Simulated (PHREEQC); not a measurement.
Solution (25 °C): 0.35 mol H2SO4, 0.21 mol K2SO4 and 0.0052 mol H3BO3 per kg of water. Closed to the air; pH follows from the charge balance.

Model: ion-association model, phreeqc.dat, run in PHREEQC.

Each row changes one thing in this solution. No solid was allowed to form.

| case | pH | ionic strength (mol/kgw) | HSO4- (mol/kgw) | K+ (mol/kgw) | SO4-2 (mol/kgw) | KSO4- (mol/kgw) |
|---|---|---|---|---|---|---|
| as made | 0.69 | 0.746 | 0.427 | 0.380 | 0.0928 | 0.0398 |
| H3BO3 left out | 0.69 | 0.746 | 0.427 | 0.380 | 0.0928 | 0.0398 |
| H2SO4 from 0.35 to 0.07 mol/kgw | 1.51 | 0.524 | 0.0998 | 0.362 | 0.122 | 0.0581 |
| H2SO4 from 0.35 to 0.035 mol/kgw | 1.84 | 0.507 | 0.0512 | 0.357 | 0.131 | 0.0626 |
| H3BO3 from 0.0052 to 0.00052 mol/kgw | 0.69 | 0.746 | 0.427 | 0.380 | 0.0928 | 0.0398 |
| H2SO4 replaced by NaHSO4 at the same molality | 1.16 | 0.933 | 0.257 | 0.353 | 0.187 | 0.0673 |
| H2SO4 left out | 6.03 | 0.495 | 3.66e-6 | 0.352 | 0.142 | 0.0676 |
| K2SO4 from 0.21 to 0.315 mol/kgw | 0.75 | 0.925 | 0.461 | 0.556 | 0.130 | 0.0742 |

The ionic strength passes 0.7 mol/kgw, the rough limit of the ion-association models, in as made; H3BO3 left out; H3BO3 from 0.0052 to 0.00052 mol/kgw; H2SO4 replaced by NaHSO4 at the same molality; K2SO4 from 0.21 to 0.315 mol/kgw.
